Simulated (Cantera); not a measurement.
# trisilylamine + NH3 + N2 (silicon nitride deposition)

Feed: 1 mol trisilylamine, 35 mol NH3, 6.6 mol N2, at 48.0 Torr.

Method: chemical equilibrium by Gibbs-energy minimisation in Cantera with the NASA 1993 tables (ideal gas, pure condensed phases). Candidate condensed phases: Si, Si3N4; 18 gas species. The feed counts by its element totals alone. The tables' values for SiN are old estimates; treat these amounts as uncertain. Gases not in the tables: Si2H6 and higher silanes. Equilibrium is a limit: real reactors are often held back by kinetics, nucleation or transport.

```
T (K)   x H2   x N2       x H      x Si     x SiH    x SiH2    x Si2N  n Si3N4(s)  n Si(l)
-----  -----  -----  --------  --------  --------  --------  --------  ----------  -------
823    0.716  0.284  2.45e-11    <1e-12    <1e-12    <1e-12    <1e-12        1.00        0
923    0.716  0.284  8.18e-10    <1e-12    <1e-12    <1e-12    <1e-12        1.00        0
1023   0.716  0.284   1.38e-8    <1e-12    <1e-12    <1e-12    <1e-12        1.00        0
1123   0.716  0.284   1.42e-7    <1e-12    <1e-12    <1e-12    <1e-12        1.00        0
1223   0.716  0.284   1.01e-6    <1e-12    <1e-12  2.89e-12    <1e-12        1.00        0
1323   0.716  0.284   5.30e-6  1.87e-12  2.94e-12  1.09e-10    <1e-12        1.00        0
1423   0.716  0.284   2.22e-5  1.56e-10  1.49e-10   2.46e-9    <1e-12        1.00        0
1523   0.716  0.284   7.73e-5   7.18e-9   4.50e-9   3.66e-8  4.45e-11       1.000        0
1623   0.716  0.284  0.000231   2.05e-7   8.82e-8   3.89e-7   3.16e-9       1.000        0
1723   0.716  0.284  0.000610   3.95e-6   1.21e-6   3.12e-6   1.35e-7       1.000        0
1823   0.715  0.284   0.00145   5.46e-5   1.25e-5   1.98e-5   3.77e-6       0.997        0
1923   0.696  0.301   0.00311  0.000265   4.58e-5   4.68e-5   1.64e-5           0     2.97
2023   0.692  0.300   0.00625  0.000889  0.000120   8.37e-5   3.91e-5           0     2.90
2123   0.686  0.299    0.0117   0.00266  0.000288  0.000141   8.54e-5           0     2.72
```
x: gas mole fraction; n: condensed amount in mol.

From 823 K to 1823 K the condensed part is Si3N4(s). From 1923 K to 2123 K the condensed part is Si(l).
